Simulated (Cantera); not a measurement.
An adiabatic, constant-volume homogeneous reactor starts with CH₄ : H₂ : O₂ : N₂ = 1 : 0.35 : 2.2 : 8.26 (molar parts), equivalence ratio 0.99, at 1100 K and 0.878 atm. Integrator tolerance rtol = 1e-08.

Model: GRI-Mech 3.0 (53 species, 325 reactions), integrated in Cantera.

Problem. What does this change do: initial temperature 1100 to 1725 K?

Solution. 
```csv
quantity,before,after
time of steepest temperature rise,10.5 ms,97.5 µs
temperature at 9.00 s,2793 K,2949 K
equilibrium temperature,2793 K,2949 K
x(CH₄) at 9.00 s,<1e-12 (gas-phase equilibrium <1e-12),<1e-12 (gas-phase equilibrium <1e-12)
x(H₂) at 9.00 s,0.0172 (gas-phase equilibrium 0.0172),0.0270 (gas-phase equilibrium 0.0270)
x(O₂) at 9.00 s,0.0179 (gas-phase equilibrium 0.0179),0.0236 (gas-phase equilibrium 0.0236)
x(O) at 9.00 s,0.00468 (gas-phase equilibrium 0.00468),0.0116 (gas-phase equilibrium 0.0116)
x(C₂H₆) at 9.00 s,<1e-12 (gas-phase equilibrium <1e-12),<1e-12 (gas-phase equilibrium <1e-12)
```

Problem. What does this change do: 0.021 parts C2H6 added?

Solution. 
```tsv
quantity	before	after
time of steepest temperature rise	10.5 ms	7.93 ms
temperature at 9.00 s	2793 K	2804 K
equilibrium temperature	2793 K	2804 K
x(CH₄) at 9.00 s	<1e-12 (gas-phase equilibrium <1e-12)	<1e-12 (gas-phase equilibrium <1e-12)
x(H₂) at 9.00 s	0.0172 (gas-phase equilibrium 0.0172)	0.0195 (gas-phase equilibrium 0.0195)
x(O₂) at 9.00 s	0.0179 (gas-phase equilibrium 0.0179)	0.0154 (gas-phase equilibrium 0.0154)
x(O) at 9.00 s	0.00468 (gas-phase equilibrium 0.00468)	0.00451 (gas-phase equilibrium 0.00451)
x(C₂H₆) at 9.00 s	<1e-12 (gas-phase equilibrium <1e-12)	<1e-12 (gas-phase equilibrium <1e-12)
```
